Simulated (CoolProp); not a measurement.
Properties of octamethyltrisiloxane (MDM) along the isotherm 92.55 °C.

The numbers come from the reference Helmholtz-energy equation of state, Thol 2017 in CoolProp.

```tsv
p (MPa)	phase	density (kg/m³)	cv (kJ/(kg K))	isothermal compressibility (1/MPa)	expansivity (1/kK)
0.00227	gas	0.1771	(withheld)	441.7	2.763
0.00404	gas	0.3158	1.547	248.7	2.785
0.00719	gas	0.5642	1.547	140.3	2.825
0.0128	gas	1.012	1.548	79.38	2.899
0.0227	liquid	744.9	1.635	0.003345	1.466
0.0404	liquid	745.0	1.635	0.003343	(withheld)
0.0719	liquid	745.1	1.635	0.003339	1.464
0.128	liquid	745.2	1.635	(withheld)	1.462
0.227	liquid	745.5	1.635	(withheld)	(withheld)
0.404	liquid	745.9	1.635	0.003296	(withheld)
0.719	liquid	746.7	1.635	0.003256	(withheld)
```

Complete the blanks.


- 0.00227, cv (kJ/(kg K)): 1.546
- 0.0404, expansivity (1/kK): 1.465
- 0.128, isothermal compressibility (1/MPa): 0.003331
- 0.227, isothermal compressibility (1/MPa): 0.003319
- 0.227, expansivity (1/kK): 1.459
- 0.404, expansivity (1/kK): 1.453
- 0.719, expansivity (1/kK): 1.442
